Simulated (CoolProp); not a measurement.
Saturation properties of R124 (Tc = 395.4 K, pc = 3624 kPa, ω = 0.288).

Model: reference Helmholtz-energy equation of state, de Vries 1995, in CoolProp.

```csv
T (K),p (kPa),vapour density (kg/m³),enthalpy of vaporisation (kJ/kg),liquid cp (kJ/(kg K)),surface tension (mN/m),liquid conductivity (mW/(m K))
275.6,178.6,11.37,158.8,1.087,12.4,77.3
280.5,213.3,13.46,156.3,1.097,11.8,75.6
285.5,253.8,15.89,153.6,1.107,11.2,74.0
290.4,299.0,18.60,151.0,1.117,10.6,72.3
295.4,351.2,21.73,148.1,1.128,9.99,70.7
300.3,408.7,25.20,145.3,1.140,9.40,69.1
305.2,473.1,29.09,142.4,1.152,8.83,67.6
310.2,546.4,33.56,139.2,1.166,8.24,66.0
315.1,626.2,38.47,136.1,1.180,7.68,64.5
320.1,716.3,44.09,132.7,1.196,7.11,63.0
325,813.6,50.27,129.2,1.213,6.56,61.5
330,922.8,57.32,125.5,1.233,6.01,60.1
334.9,1040,65.08,121.7,1.254,5.47,58.7
339.9,1171,73.98,117.7,1.279,4.94,57.3
```

It boils at 261.2 K under 1 atm.

Thermal conductivity comes from a separate model (Huber 2003), an estimate that may be off by 10 % or more. Surface tension comes from a separate correlation (Mulero 2012).
